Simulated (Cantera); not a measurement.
Cantera run:

```python
import numpy as np
import cantera as ct

gas_names = """
    CL CL2 H HCL H2 N NH NH2 NH3 N2 N2H2 N2H4 Si SiCL SiCL2 SiCL3 SiCL4 SiH SiHCL3 SiH2 SiH2CL2 SiH3
    SiH3CL SiH4 SiN Si2 Si2N Si3
""".split()
cond_names = """
    NH4CL(a) NH4CL(b) Si(cr) Si(L) Si3N4(a)
""".split()


def load(file, names, dense=False):
    # The tables refer to 1 bar. Condensed volumes are neglected.
    table = {s.name: s for s in ct.Species.list_from_file(file)}
    out = []
    for n in names:
        d = dict(table[n].input_data)
        d["thermo"] = dict(d["thermo"], **{"reference-pressure": 1e5})
        if dense:
            d["equation-of-state"] = {"model": "constant-volume", "density": "1e6 g/cm^3"}
        out.append(ct.Species.from_dict(d))
    return out


gas = ct.Solution(thermo="ideal-gas", species=load("nasa_gas.yaml", gas_names))
cond = {s.name: ct.Solution(thermo="fixed-stoichiometry", species=[s], name=s.name)
        for s in load("nasa_condensed.yaml", cond_names, dense=True)}
atoms = {
    'SiH2Cl2': {'Si': 1, 'H': 2, 'CL': 2},
    'N2': {'N': 2},
}
top_T = {'Si3N4(a)': 2400}  # K; cautious upper limits of use, not melting points


def equilibrate(T, P, feed):
    n = {}
    for name, mol in feed.items():
        for a, k in atoms[name].items():
            n[a] = n.get(a, 0.0) + k * mol
    gas.TPX = T, P, n
    mass = sum(n.values()) * gas.mean_molecular_weight
    gas.equilibrate("TP")
    valid = [c for c in cond.values() if c.min_temp <= T <= top_T.get(c.name, c.max_temp)]
    mix = ct.Mixture([(gas, mass / gas.mean_molecular_weight)] + [(c, 0.0) for c in valid])
    mix.T, mix.P = T, P
    mix.equilibrate("TP", solver="vcs", rtol=1e-11, max_steps=5000)
    return mix


results = []
feed = {'SiH2Cl2': 1, 'N2': 7.5}  # mol
P = 1333.22  # Pa
for T in [873, 973, 1073, 1173, 1273, 1373, 1473, 1573, 1673, 1773, 1873, 1973, 2073]:
    mix = equilibrate(T, P, feed)
    results.append((T, P, feed, dict(zip(mix.species_names, mix.species_moles))))
    x = sorted(zip(gas.X, gas.species_names), reverse=True)
    print(f"T = {T:g} K  P = {P:g} Pa  gas = {mix.phase_moles(0):.4g} mol")
    print("   x: " + "  ".join(f"{s} {v:.3e}" for v, s in x if v > 1e-05))
    print("   condensed (mol): " + ("  ".join(f"{mix.phase(i).name} {mix.phase_moles(i):.4g}"
          for i in range(1, mix.n_phases) if mix.phase_moles(i) > 1e-12) or "none"))
```

It prints:

```
T = 873 K  P = 1333.22 Pa  gas = 8.765 mol
   x: N2 7.951e-01  HCL 1.352e-01  H2 4.649e-02  SiCL4 2.324e-02  SiHCL3 1.712e-05
   condensed (mol): Si3N4(a) 0.2654
T = 973 K  P = 1333.22 Pa  gas = 8.771 mol
   x: N2 7.933e-01  HCL 1.428e-01  H2 4.261e-02  SiCL4 2.127e-02  SiHCL3 3.568e-05  SiCL3 1.823e-05
   condensed (mol): Si3N4(a) 0.271
T = 1073 K  P = 1333.22 Pa  gas = 8.776 mol
   x: N2 7.919e-01  HCL 1.485e-01  H2 3.964e-02  SiCL4 1.970e-02  SiCL3 1.168e-04  SiHCL3 6.441e-05  SiCL2 1.108e-05
   condensed (mol): Si3N4(a) 0.2752
T = 1173 K  P = 1333.22 Pa  gas = 8.782 mol
   x: N2 7.908e-01  HCL 1.528e-01  H2 3.742e-02  SiCL4 1.818e-02  SiCL3 5.355e-04  SiCL2 1.555e-04  SiHCL3 1.038e-04
   condensed (mol): Si3N4(a) 0.2778
T = 1273 K  P = 1333.22 Pa  gas = 8.797 mol
   x: N2 7.896e-01  HCL 1.549e-01  H2 3.614e-02  SiCL4 1.593e-02  SiCL3 1.833e-03  SiCL2 1.382e-03  SiHCL3 1.486e-04
   condensed (mol): Si3N4(a) 0.2768
T = 1373 K  P = 1333.22 Pa  gas = 8.853 mol
   x: N2 7.876e-01  HCL 1.516e-01  H2 3.704e-02  SiCL4 1.122e-02  SiCL2 7.870e-03  SiCL3 4.370e-03  SiHCL3 1.734e-04  CL 1.883e-05
   condensed (mol): Si3N4(a) 0.2636
T = 1473 K  P = 1333.22 Pa  gas = 8.982 mol
   x: N2 7.847e-01  HCL 1.360e-01  H2 4.326e-02  SiCL2 2.564e-02  SiCL3 5.755e-03  SiCL4 4.419e-03  SiHCL3 1.321e-04  CL 5.806e-05  H 2.279e-05
   condensed (mol): Si3N4(a) 0.2257
T = 1573 K  P = 1333.22 Pa  gas = 9.129 mol
   x: N2 7.838e-01  HCL 1.075e-01  H2 5.574e-02  SiCL2 4.787e-02  SiCL3 4.008e-03  SiCL4 8.825e-04  CL 1.274e-04  H 8.313e-05  SiHCL3 6.067e-05
   condensed (mol): Si3N4(a) 0.1726
T = 1673 K  P = 1333.22 Pa  gas = 9.244 mol
   x: N2 7.846e-01  HCL 7.779e-02  H2 6.914e-02  SiCL2 6.574e-02  SiCL3 2.071e-03  H 2.593e-04  CL 2.279e-04  SiCL4 1.361e-04  SiCL 4.341e-05  SiHCL3 2.170e-05
   condensed (mol): Si3N4(a) 0.1238
T = 1773 K  P = 1333.22 Pa  gas = 9.331 mol
   x: N2 7.854e-01  H2 7.972e-02  SiCL2 7.824e-02  HCL 5.419e-02  SiCL3 9.874e-04  H 6.956e-04  CL 3.634e-04  SiCL 2.384e-04  Si 1.056e-04  SiCL4 2.116e-05
   condensed (mol): Si3N4(a) 0.08568
T = 1873 K  P = 1333.22 Pa  gas = 9.518 mol
   x: N2 7.879e-01  H2 8.037e-02  SiCL2 7.957e-02  HCL 4.777e-02  H 1.585e-03  SiCL 7.348e-04  CL 7.135e-04  Si 6.614e-04  SiCL3 5.745e-04  Si2N 3.630e-05  SiN 2.440e-05  SiH 2.017e-05
   condensed (mol): Si(L) 0.2225
T = 1973 K  P = 1333.22 Pa  gas = 9.553 mol
   x: N2 7.850e-01  H2 7.822e-02  SiCL2 7.769e-02  HCL 4.958e-02  H 3.268e-03  Si 2.367e-03  SiCL 1.643e-03  CL 1.548e-03  SiCL3 4.024e-04  Si2N 9.064e-05  SiN 6.729e-05  SiH 5.528e-05  Si2 2.297e-05
   condensed (mol): Si(L) 0.2121
T = 2073 K  P = 1333.22 Pa  gas = 9.635 mol
   x: N2 7.782e-01  H2 7.530e-02  SiCL2 7.484e-02  HCL 5.056e-02  Si 7.476e-03  H 6.250e-03  SiCL 3.367e-03  CL 3.098e-03  SiCL3 2.856e-04  Si2N 2.060e-04  SiN 1.676e-04  SiH 1.362e-04  Si2 9.180e-05  Si3 1.900e-05  SiH2 1.193e-05
   condensed (mol): Si(L) 0.1623
```

Method: chemical equilibrium by Gibbs-energy minimisation in Cantera with the NASA 1993 tables (ideal gas, pure condensed phases). N2 is the only nitrogen source here; it is nearly inert below about 1500 K, so the nitride shown seldom forms there in practice. The tables' values for SiCl3, SiCl, SiN are old estimates; treat these amounts as uncertain. Gases not in the tables: Si2H6 and higher silanes.
